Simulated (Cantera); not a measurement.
A perfectly stirred reactor is fed with 10.0 % CH4, 2.30 % CO, 17.6 % O2, 70.1 % N2, at 1.01 bar; it is adiabatic with a 375 K inlet, and is followed from long to short residence time, starting on the burning branch (τ in s: 0.07, 0.033, 0.015, 0.007, 0.0033, 0.0015, 0.0007, 0.00033, 0.00015, 7e-05, 3.3e-05, 1.5e-05, 7e-06).

Cantera simulation using GRI-Mech 3.0 (53 species, 325 reactions); the numbers are that mechanism's predictions, not measurements.

x: mole fraction; the columns are a selection and need not sum to one.

```json
[
 {"τ (s)": "0.070", "T (K)": "2135", "x CH4": "1.18e-5", "x CO": "0.0479", "x O2": "0.000387", "x H2": "0.0224", "x CH2CO": "1.74e-8", "x HCO": "7.36e-8", "x N2O": "2.20e-8"},
 {"τ (s)": "0.033", "T (K)": "2125", "x CH4": "1.66e-5", "x CO": "0.0482", "x O2": "0.000635", "x H2": "0.0226", "x CH2CO": "2.44e-8", "x HCO": "1.34e-7", "x N2O": "2.73e-8"},
 {"τ (s)": "0.015", "T (K)": "2109", "x CH4": "2.46e-5", "x CO": "0.0485", "x O2": "0.00105", "x H2": "0.0229", "x CH2CO": "3.37e-8", "x HCO": "2.59e-7", "x N2O": "3.29e-8"},
 {"τ (s)": "0.0070", "T (K)": "2089", "x CH4": "3.76e-5", "x CO": "0.0491", "x O2": "0.00168", "x H2": "0.0234", "x CH2CO": "4.62e-8", "x HCO": "4.97e-7", "x N2O": "3.76e-8"},
 {"τ (s)": "0.0033", "T (K)": "2063", "x CH4": "6.03e-5", "x CO": "0.0499", "x O2": "0.00257", "x H2": "0.0240", "x CH2CO": "6.58e-8", "x HCO": "9.57e-7", "x N2O": "4.09e-8"},
 {"τ (s)": "0.0015", "T (K)": "2028", "x CH4": "0.000105", "x CO": "0.0511", "x O2": "0.00387", "x H2": "0.0248", "x CH2CO": "1.05e-7", "x HCO": "1.92e-6", "x N2O": "4.30e-8"},
 {"τ (s)": "0.00070", "T (K)": "1988", "x CH4": "0.000192", "x CO": "0.0527", "x O2": "0.00559", "x H2": "0.0257", "x CH2CO": "1.96e-7", "x HCO": "3.83e-6", "x N2O": "4.43e-8"},
 {"τ (s)": "0.00033", "T (K)": "1943", "x CH4": "0.000381", "x CO": "0.0552", "x O2": "0.00805", "x H2": "0.0264", "x CH2CO": "4.61e-7", "x HCO": "7.75e-6", "x N2O": "4.51e-8"},
 {"τ (s)": "0.00015", "T (K)": "1882", "x CH4": "?", "x CO": "?", "x O2": "?", "x H2": "0.0271", "x CH2CO": "?", "x HCO": "?", "x N2O": "4.55e-8"},
 {"τ (s)": "7.0e-5", "T (K)": "375", "x CH4": "0.100", "x CO": "0.0230", "x O2": "0.176", "x H2": "<1e-12", "x CH2CO": "<1e-12", "x HCO": "<1e-12", "x N2O": "<1e-12"},
 {"τ (s)": "3.3e-5", "T (K)": "375", "x CH4": "0.100", "x CO": "0.0230", "x O2": "0.176", "x H2": "<1e-12", "x CH2CO": "<1e-12", "x HCO": "<1e-12", "x N2O": "<1e-12"},
 {"τ (s)": "1.5e-5", "T (K)": "375", "x CH4": "0.100", "x CO": "0.0230", "x O2": "0.176", "x H2": "<1e-12", "x CH2CO": "<1e-12", "x HCO": "<1e-12", "x N2O": "<1e-12"},
 {"τ (s)": "7.0e-6", "T (K)": "375", "x CH4": "0.100", "x CO": "0.0230", "x O2": "0.176", "x H2": "<1e-12", "x CH2CO": "<1e-12", "x HCO": "<1e-12", "x N2O": "<1e-12"}
]
```

Q: Some entries are withheld; supply them.

A: 
- 0.00015, x CH4: 0.000932
- 0.00015, x CO: 0.0606
- 0.00015, x O2: 0.0129
- 0.00015, x CH2CO: 1.75e-6
- 0.00015, x HCO: 1.71e-5
